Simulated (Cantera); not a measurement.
Mixture: CH4 : CO : O2 : N2 = 1 : 0.091 : 2.2 : 8.27 (molar parts), equivalence ratio 0.93, at 1000000 Pa, adiabatic and at constant pressure. Ignition delay is the time to a rise of 400 K.

Detailed kinetics in Cantera: GRI-Mech 3.0 (53 species, 325 reactions).

What does this change do: 0.12 parts C2H6 added?


```csv
quantity,before,after
delay at 1173 K,7.31 ms,1.30 ms
delay at 1273 K,2.09 ms,0.409 ms
delay at 1373 K,0.677 ms,0.155 ms
delay at 1473 K,0.243 ms,65.3 µs
delay at 1573 K,95.2 µs,29.3 µs
delay at 1673 K,40.8 µs,14.1 µs
apparent activation energy between 1473 and 1673 K,180 kJ/mol,160 kJ/mol
```

What does this change do: CH4 1 to 0.46 parts?


```tsv
quantity	before	after
delay at 1173 K	7.31 ms	5.40 ms
delay at 1273 K	2.09 ms	1.50 ms
delay at 1373 K	0.677 ms	0.489 ms
delay at 1473 K	0.243 ms	0.181 ms
delay at 1573 K	95.2 µs	75.5 µs
delay at 1673 K	40.8 µs	34.8 µs
apparent activation energy between 1473 and 1673 K	180 kJ/mol	170 kJ/mol
```
